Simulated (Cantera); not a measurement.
## Ammonia decomposition in nitride growth gas

An isothermal, constant-pressure homogeneous reactor starts with NH3 : H2 = 1.4 : 0.61 (molar parts), at 1675 K and 0.180 bar.

Detailed kinetics in Cantera: the gas-phase N/H chemistry of the illustrative SiF4/NH3 mechanism in the Surface Chemkin manual (1991). Walls and surfaces, which speed up NH3 decomposition in real reactors, are not modelled.

```tsv
t (s)	x NH3	x H2	x N2	x N2H2	x NH2
9.00e-5	0.697	0.303	1.08e-11	1.05e-10	2.91e-6
0.000457	0.696	0.303	1.06e-8	5.14e-9	1.48e-5
0.00232	0.696	0.304	2.99e-6	1.63e-7	7.28e-5
0.0118	0.696	0.304	0.000196	9.60e-7	0.000162
0.0600	0.691	0.307	0.00153	9.61e-7	0.000162
0.305	0.669	0.323	0.00809	9.11e-7	0.000159
1.55	0.571	0.392	0.0370	7.06e-7	0.000143
7.87	0.296	0.586	0.118	2.66e-7	9.23e-5
40.0	0.0447	0.763	0.192	1.79e-8	2.33e-5
```
x: mole fraction; the columns are a selection and need not sum to one.

Equilibrium at this temperature and pressure: NH3 2.21e-6, H2 0.794, N2 0.205, N2H2 <1e-12, NH2 1.70e-9 (gas phase only).
